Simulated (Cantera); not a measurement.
A perfectly stirred reactor is fed with NH3 : H2 = 1 : 0.49 (molar parts), at 68.3 Torr; it is held at 1725 K, and followed from long to short residence time.

Cantera simulation using the gas-phase N/H chemistry of the illustrative SiF4/NH3 mechanism in the Surface Chemkin manual (1991); the numbers are that mechanism's predictions, not measurements. Walls and surfaces, which speed up NH3 decomposition in real reactors, are not modelled.

Problem. What does this change do: pressure from 68.3 Torr to 10.00 Torr?

Solution. 
```json
[
 {"quantity": "x(NH3) at τ = 23.0 s", "before": "0.164", "after": "0.335"},
 {"quantity": "x(H2) at τ = 23.0 s", "before": "0.684", "after": "0.565"},
 {"quantity": "x(H) at τ = 23.0 s", "before": "0.000152", "after": "0.000130"},
 {"quantity": "x(N2H2) at τ = 23.0 s", "before": "2.02e-7", "after": "9.97e-7"},
 {"quantity": "x(N2H4) at τ = 23.0 s", "before": "5.00e-9", "after": "3.29e-9"},
 {"quantity": "x(NH3) at τ = 0.100 s", "before": "0.661", "after": "0.669"},
 {"quantity": "x(H2) at τ = 0.100 s", "before": "0.336", "after": "0.330"},
 {"quantity": "x(H) at τ = 0.100 s", "before": "4.59e-5", "after": "4.92e-5"},
 {"quantity": "x(N2H2) at τ = 0.100 s", "before": "1.37e-6", "after": "1.71e-6"},
 {"quantity": "x(N2H4) at τ = 0.100 s", "before": "3.06e-8", "after": "5.47e-9"}
]
```
